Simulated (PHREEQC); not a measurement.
Buffer (model solution)

Solution (25 °C): 43 mmol/kgw NaHSO4, 0.7 mmol/kgw NaF and 44 mmol/kgw LiCl. Closed to the air; pH follows from the charge balance.

Computed with PHREEQC (ion-association model, wateq4f.dat).

```yaml
pH: 1.71
ionic_strength: 0.130 mol/kgw
total_alkalinity: -43.0 meq/kg
```

```csv
species,molality,activity,log γ
Cl-,0.0440,0.0328,-0.128
Li+,0.0426,0.0333,-0.108
Na+,0.0421,0.0323,-0.115
H+,0.0239,0.0195,-0.089
SO4-2,0.0216,0.00737,-0.468
HSO4-,0.0184,0.0140,-0.120
NaSO4-,0.00155,0.00120,-0.112
LiSO4-,0.00140,0.00107,-0.116
HF,0.000665,0.000686,0.013
F-,3.17e-5,2.35e-5,-0.130
H2F2,1.19e-6,1.22e-6,0.013
```

No solid was allowed to form. Species that the database lacks are ignored.
